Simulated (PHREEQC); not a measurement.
Make-up at 90 °C: 0.0036 mol HCl, 0.028 mol CuSO4 and 0.07 mol Na2SO4 per kg of water. Closed to the air; pH follows from the charge balance.

All values are PHREEQC results (ion-association model, phreeqc.dat), not measurements.

No solid was allowed to form.

Task: Estimate the pH, ionic strength.

Result: pH 3.56; ionic strength 0.231 mol/kgw.

Task: In which forms is S present?

Result: SO4-2 67 %, CuSO4 15 %, NaSO4- 14 %, HSO4- 3.3 % of the S.

At this temperature some constants are extrapolated from 25 °C, and those without enthalpy data are left unchanged.
